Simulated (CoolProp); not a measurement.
R245fa along the isobar 0.101 MPa: fugacity coefficient from the reference equation and from simpler models built on Tc = 153.9 °C, pc = 3.651 MPa, ω = 0.378; each cubic takes its own stable root.

Model: reference Helmholtz-energy equation of state, Akasaka 2015, in CoolProp.

```csv
T (°C),phase,reference
-58.45,liquid,0.01483
-39.75,liquid,0.05876
-20.95,liquid,0.1826
-2.15,liquid,0.4672
16.65,gas,0.9606
35.45,gas,0.9691
54.15,gas,0.9753
72.95,gas,0.9800
91.75,gas,0.9836
110.55,gas,0.9864
129.25,gas,0.9886
148.05,gas,0.9904
166.85,gas,0.9918
```

Question: How far does each simpler model (van der Waals, Redlich-Kwong, Soave-Redlich-Kwong, Peng-Robinson) lie from the reference over these 13 states: mean and median of the absolute difference, and the worst?

Answer: 
- van der Waals: mean 651.7 %, median 1.0 %, worst +6378.1 % at -58.45 °C and 0.101 MPa
- Redlich-Kwong: mean 90.5 %, median 0.5 %, worst +494.4 % at -58.45 °C and 0.101 MPa
- Soave-Redlich-Kwong: mean 0.2 %, median 0.1 %, worst +0.7 % at 16.65 °C and 0.101 MPa
- Peng-Robinson: mean 1.7 %, median 0.1 %, worst +9.7 % at -58.45 °C and 0.101 MPa

At some of these states van der Waals, Redlich-Kwong gives the other phase, because its saturation line lies elsewhere.
